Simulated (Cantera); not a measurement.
Input (Python, Cantera) and output of one run.

```python
import numpy as np
import cantera as ct

gas_names = """
    N2O O3
""".split()
cond_names = """
    V2O3(s) V2O3(L) VN(s)
""".split()


def load(file, names, dense=False):
    # The tables refer to 1 bar. Condensed volumes are neglected.
    table = {s.name: s for s in ct.Species.list_from_file(file)}
    out = []
    for n in names:
        d = dict(table[n].input_data)
        d["thermo"] = dict(d["thermo"], **{"reference-pressure": 1e5})
        if dense:
            d["equation-of-state"] = {"model": "constant-volume", "density": "1e6 g/cm^3"}
        out.append(ct.Species.from_dict(d))
    return out


species = {s.name: s for s in load("nasa_gas.yaml", gas_names) + load("nasa_condensed.yaml", cond_names)}
# Each term lists the table entries of one substance; the one whose range holds T is used.
reactions = {
    '3 N2O(g) + 3 V2O3 = 6 VN + 4 O3(g)':
        [(-3, ['N2O']), (-3, ['V2O3(s)', 'V2O3(L)']), (6, ['VN(s)']), (4, ['O3'])],
}


def pick(names, T):
    return next(species[n] for n in names if species[n].thermo.min_temp <= T <= species[n].thermo.max_temp)


results = []
for label, terms in reactions.items():
    print(label)
    print("     T/K   dH/kJ  dS/(J/K)   dG/kJ   log10 K")
    for T in [300, 450, 650, 850, 1050, 1250, 1450, 1650, 1850, 2050]:
        used = [(nu, pick(names, T)) for nu, names in terms]
        dH = sum(nu * s.thermo.h(T) for nu, s in used) / 1e6
        dS = sum(nu * s.thermo.s(T) for nu, s in used) / 1e3
        dG = dH - T * dS / 1e3
        logK = -dG * 1e6 / (ct.gas_constant * T * np.log(10))
        results.append((label, T, dH, dS, dG, logK, [s.name for _, s in used]))
        print(f"{T:8g} {dH:8.1f} {dS:8.1f} {dG:8.1f} {logK:8.2f}")
```

Result:

```
3 N2O(g) + 3 V2O3 = 6 VN + 4 O3(g)
     T/K   dH/kJ  dS/(J/K)   dG/kJ   log10 K
     300   2675.8    224.9   2608.3  -454.14
     450   2668.9    206.4   2576.1  -299.02
     650   2661.1    191.8   2536.4  -203.82
     850   2654.4    182.9   2499.0  -153.57
    1050   2647.7    175.8   2463.1  -122.53
    1250   2639.5    168.6   2428.7  -101.49
    1450   2630.2    161.8   2395.7   -86.30
    1650   2621.0    155.8   2363.9   -74.83
    1850   2612.6    151.0   2333.3   -65.88
    2050   2605.4    147.3   2303.4   -58.69
```

Source: NASA polynomial tables (part measured, part estimated), evaluated in Cantera. VN: taken at fixed stoichiometry. Condensed species are held in their standard states even where they would react or evaporate.
